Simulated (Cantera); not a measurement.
A closed system holds: 1 mol CH₃OH, 0.41 mol H₂O, 26 mol N₂, held at 1325 °C and 2800000 Pa.

Equilibrium computed with Cantera from the NASA thermochemical tables; the gas is ideal and each condensed phase is pure. Candidate condensed phases: C, C₆H₆, C₇H₈, C₈H₁₈, H₂O; 136 gas species. Kinetics and transport are ignored.

Base state: N₂ 0.884, H₂ 0.0698, CO 0.0321, H₂O 0.0121, CO₂ 0.00186, NH₃ 2.28e-5 (mole fractions); condensed: gas only.

Question: What changes in the equilibrium state with this change: H₂O from 0.41 to 2.4 mol?

Answer: 
```json
[
 {"species": "N₂", "before": "0.884", "after": "0.828"},
 {"species": "H₂", "before": "0.0698", "after": "0.0714"},
 {"species": "H₂O", "before": "0.0121", "after": "0.0687"},
 {"species": "CO", "before": "0.0321", "after": "0.0241"},
 {"species": "CO₂", "before": "0.00186", "after": "0.00774"},
 {"species": "NH₃", "before": "2.28e-5", "after": "2.28e-5"}
]
```

Question: What changes in the equilibrium state with this change: H₂O from 0.41 to 0.09 mol?

Answer: 
```json
[
 {"species": "N₂", "before": "0.884", "after": "0.894"},
 {"species": "H₂", "before": "0.0698", "after": "0.0691"},
 {"species": "CO", "before": "0.0321", "after": "0.0339"},
 {"species": "H₂O", "before": "0.0121", "after": "0.00267"},
 {"species": "HCN", "before": "2.31e-6", "after": "1.09e-5"},
 {"species": "CO₂", "before": "0.00186", "after": "0.000438"},
 {"species": "NH₃", "before": "2.28e-5", "after": "2.26e-5"}
]
```
